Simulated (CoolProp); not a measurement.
Saturation properties of C3F8 (R218).

The numbers come from the reference Helmholtz-energy equation of state, Lemmon 2006 in CoolProp. It is a short technical equation, of lower accuracy than the large ones.

```csv
T (°C),p (MPa),enthalpy of vaporisation (kJ/kg),liquid cp (kJ/(kg K)),liquid viscosity (µPa s),liquid conductivity (mW/(m K))
-57.45,0.03575,112.3,0.9314,626,67.5
-48.55,0.05758,109.3,0.9496,533,65.2
-39.65,0.08886,106.2,0.9687,457,62.8
-30.65,0.1327,102.9,0.9892,394,60.4
-21.75,0.1909,99.37,1.011,342,57.9
-12.85,0.2668,95.66,1.034,298,55.5
-3.85,0.3651,91.64,1.060,260,53.0
5.05,0.4868,87.32,1.090,227,50.6
13.95,0.6365,82.60,1.123,198,48.2
22.95,0.8205,77.30,1.165,172,45.8
31.85,1.039,71.39,1.217,150,43.5
40.75,1.298,64.56,1.292,128,41.3
49.75,1.609,56.25,1.414,108,39.2
58.65,1.971,45.59,1.681,88.2,37.4
```

It boils at -36.8 °C under 1 atm.

Viscosity comes from a separate model (Huber 2003), an estimate that may be off by 10 % or more. Thermal conductivity comes from a separate model (Huber 2003), an estimate that may be off by 10 % or more.
